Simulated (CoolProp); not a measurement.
The numbers come from the reference Helmholtz-energy equation of state, Younglove 1994 in CoolProp. It is a modified Benedict-Webb-Rubin equation, recast in Helmholtz form.

Problem. Give the vapour pressure (MPa), liquid density (kg/m³), enthalpy of vaporisation (kJ/kg), vapour Z of saturated R123 at 307, 376.7, 394.1 K.

Solution. 
```json
[
 {"T (K)": "307", "p (MPa)": "0.125", "liquid density (kg/m³)": "1440", "enthalpy of vaporisation (kJ/kg)": "168", "vapour Z": "0.950"},
 {"T (K)": "376.7", "p (MPa)": "0.850", "liquid density (kg/m³)": "1230", "enthalpy of vaporisation (kJ/kg)": "132", "vapour Z": "0.814"},
 {"T (K)": "394.1", "p (MPa)": "1.22", "liquid density (kg/m³)": "1170", "enthalpy of vaporisation (kJ/kg)": "120", "vapour Z": "0.760"}
]
```
